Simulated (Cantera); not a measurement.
Mixture: 4.18 % CH₄, 14.9 % O₂, 80.8 % N₂, 0.121 % C₂H₆, at 3750 Torr, adiabatic and at constant volume. Ignition delay is the time to a rise of 400 K.

Computed with Cantera and GRI-Mech 3.0 (53 species, 325 reactions).

Predict: delay at 1275 K; delay at 1375 K; delay at 1475 K; delay at 1575 K; delay at 1675 K; delay at 1775 K; apparent activation energy between 1575 and 1775 K.


```json
{
 "delay at 1275 K": "2.24 ms",
 "delay at 1375 K": "0.735 ms",
 "delay at 1475 K": "0.258 ms",
 "delay at 1575 K": "99.5 µs",
 "delay at 1675 K": "43.6 µs",
 "delay at 1775 K": "21.9 µs",
 "apparent activation energy between 1575 and 1775 K": "180 kJ/mol"
}
```
